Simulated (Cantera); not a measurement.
A perfectly stirred reactor is fed with CH4 : H2 = 0.0034 : 1 (molar parts), at 0.0133 bar; it is held at 2050 K, and followed from long to short residence time.

Model: GRI-Mech 3.0 (53 species, 325 reactions), integrated in Cantera. GRI-Mech 3.0 stops at C3 and has no aromatics, soot or wall deposition, so with more carbon than oxygen in the feed, carbon stays in small species such as C2H2 where larger ones or solid carbon would form. Radical loss at walls, strong at low pressure, is not modelled.

Q: What does this change do: temperature 2050 to 2450 K?

A: 
| quantity | before | after |
|---|---|---|
| x(CH4) at τ = 1.50 s | 0.000366 | 7.04e-6 |
| x(H2) at τ = 1.50 s | 0.985 | 0.875 |
| x(C2H) at τ = 1.50 s | 4.30e-7 | 1.40e-5 |
| x(CH3) at τ = 1.50 s | 9.66e-5 | 1.79e-5 |
| x(H) at τ = 1.50 s | 0.0133 | 0.123 |
| x(CH4) at τ = 36.0 ms | 0.00292 | 0.000701 |
| x(H2) at τ = 36.0 ms | 0.993 | 0.969 |
| x(C2H) at τ = 36.0 ms | 1.02e-8 | 2.11e-6 |
| x(CH3) at τ = 36.0 ms | 0.000225 | 0.000376 |
| x(H) at τ = 36.0 ms | 0.00391 | 0.0285 |
